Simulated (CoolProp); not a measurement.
Nitrogen along the isobar 6320 kPa: density (kg/m³) from the reference equation and from simpler models built on Tc = -147.0 °C, pc = 3396 kPa, ω = 0.037; each cubic takes its own stable root.

The numbers come from the reference Helmholtz-energy equation of state, Span 2000 in CoolProp.

```tsv
T (°C)	phase	reference
-151.55	liquid	586.8
-130.45	supercritical	325.0
-109.45	supercritical	181.2
-88.35	supercritical	138.4
-67.25	supercritical	115.4
-46.25	supercritical	100.3
-25.15	supercritical	89.25
-4.05	supercritical	80.73
```

Q: How far does each simpler model (van der Waals, Soave-Redlich-Kwong, Peng-Robinson) lie from the reference over these 8 states: mean and median of the absolute difference, and the worst?

A: 
- van der Waals: mean 7.2 %, median 4.5 %, worst -25.7 % at -151.55 °C and 6320 kPa
- Soave-Redlich-Kwong: mean 2.5 %, median 1.3 %, worst -7.0 % at -130.45 °C and 6320 kPa
- Peng-Robinson: mean 2.4 %, median 2.2 %, worst +5.4 % at -151.55 °C and 6320 kPa
